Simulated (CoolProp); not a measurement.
Saturation properties of methanol.

Values from CoolProp's reference Helmholtz-energy equation of state, de Reuck 1993.

| T (°C) | p (MPa) | liquid density (kg/m³) | vapour Z | liquid viscosity (µPa s) | liquid conductivity (mW/(m K)) |
|---|---|---|---|---|---|
| 95.15 | 0.3030 | 716.4 | 0.9111 | 234 | 187 |
| 102.55 | 0.3831 | 708.1 | 0.8998 | 217 | 185 |
| 109.95 | 0.4795 | 699.5 | 0.8872 | 202 | 184 |
| 117.35 | 0.5946 | 690.6 | 0.8734 | 188 | 182 |
| 124.75 | 0.7308 | 681.3 | 0.8581 | 175 | 181 |
| 132.15 | 0.8910 | 671.6 | 0.8412 | 163 | 179 |
| 139.55 | 1.078 | 661.5 | [?] | 152 | 178 |
| 146.95 | 1.295 | 650.8 | 0.8024 | 142 | 177 |
| 154.25 | [?] | 639.7 | 0.7807 | 132 | 175 |
| 161.65 | 1.827 | 627.7 | 0.7572 | 123 | [?] |
| 169.05 | [?] | 614.9 | 0.7327 | 114 | 173 |
| 176.45 | 2.522 | 601.3 | 0.7078 | 106 | [?] |
| 183.85 | 2.939 | 586.5 | 0.6834 | 98.5 | [?] |

Problem. What belongs in the gaps?

Solution. 
- 139.55, vapour Z: 0.8227
- 154.25, p (MPa): 1.541
- 161.65, liquid conductivity (mW/(m K)): 174
- 169.05, p (MPa): 2.153
- 176.45, liquid conductivity (mW/(m K)): 171
- 183.85, liquid conductivity (mW/(m K)): 170

It boils at 64.5 °C under 1 atm.

Viscosity comes from a separate model (Xiang 2006). Thermal conductivity comes from a separate model (Sykioti 2013).
